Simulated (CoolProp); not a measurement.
Vapour-liquid equilibrium of R125 (1) + R134a (2) at 313.6 K; x and y are mole fractions of (1).

Computed with CoolProp (multi-fluid Helmholtz-energy mixture model, Lemmon 2005 and Tillner-Roth 1994; pair parameters Lemmon 2004).

| x | bubble pressure (MPa) | y at the bubble point | dew pressure at overall composition x (MPa) | liquid density (mol/L) |
|---|---|---|---|---|
| 0.05 | 1.079 | 0.083 | 1.059 | 11.12 |
| 0.125 | 1.154 | 0.196 | 1.106 | 10.97 |
| 0.2 | 1.228 | 0.295 | 1.157 | 10.81 |
| 0.275 | 1.302 | 0.385 | 1.212 | 10.66 |
| 0.35 | 1.376 | 0.467 | 1.272 | 10.50 |
| 0.425 | 1.449 | 0.542 | 1.337 | 10.34 |
| 0.5 | 1.523 | 0.612 | 1.407 | 10.18 |
| 0.575 | 1.596 | 0.678 | 1.483 | 10.02 |
| 0.65 | 1.671 | 0.740 | 1.564 | 9.856 |
| 0.725 | 1.746 | 0.799 | 1.653 | 9.688 |
| 0.8 | 1.822 | 0.856 | 1.747 | 9.517 |
| 0.875 | 1.899 | 0.911 | 1.848 | 9.342 |
| 0.95 | 1.977 | 0.965 | 1.955 | 9.162 |

No azeotrope shows between x = 0.05 and 0.95.

Pair parameters are fitted to limited data, so mixtures are less certain than the pure fluids.
